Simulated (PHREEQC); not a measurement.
Solution A (0.0022 mol/kgw HCl, 0.12 mol/kgw NaCl and 0.019 mol/kgw KCl) is mixed with solution B (4.1 mmol/kgw NH4HF2, 0.0038 mmol/kgw H4SiO4 and 8.9 mmol/kgw K2CO3) at 20 °C; shares are by mass of water, 1 kg in all. O2 is buffered at 0.21 atm. The system is closed to CO2. Solids allowed: SiO2(a), Halite, Sylvite. Others were left out.

The numbers come from PHREEQC with the ion-association model, phreeqc.dat.

| share of solution B | pH | F- (mol/kgw) | HCO3- (mol/kgw) | H4SiO4 (mol/kgw) | H3SiO4- (mol/kgw) |
|---|---|---|---|---|---|
| 0 | 2.75 | 0 | 0 | 0 | 0 |
| 0.1 | 3.47 | 0.000599 | 1.45e-6 | 3.80e-7 | 1.90e-13 |
| 0.2 | 6.34 | 0.00159 | 0.000949 | 7.60e-7 | 2.76e-10 |
| 0.3 | 7.57 | 0.00239 | 0.00246 | 1.13e-6 | 6.84e-9 |
| 0.4 | 8.89 | 0.00320 | 0.00318 | 1.35e-6 | 1.71e-7 |
| 0.5 | 9.19 | 0.00402 | 0.00372 | 1.52e-6 | 3.78e-7 |
| 0.6 | 9.35 | 0.00484 | 0.00428 | 1.68e-6 | 5.95e-7 |
| 0.7 | 9.46 | 0.00566 | 0.00485 | 1.84e-6 | 8.22e-7 |
| 0.8 | 9.55 | 0.00650 | 0.00544 | 1.98e-6 | 1.06e-6 |
| 0.9 | 9.63 | 0.00734 | 0.00606 | 2.10e-6 | 1.32e-6 |
| 1 | 9.71 | 0.00820 | 0.00673 | 2.20e-6 | 1.60e-6 |

Complexes and solids missing from the database can't appear. SiF6-2 is the database's only silicon fluoride.
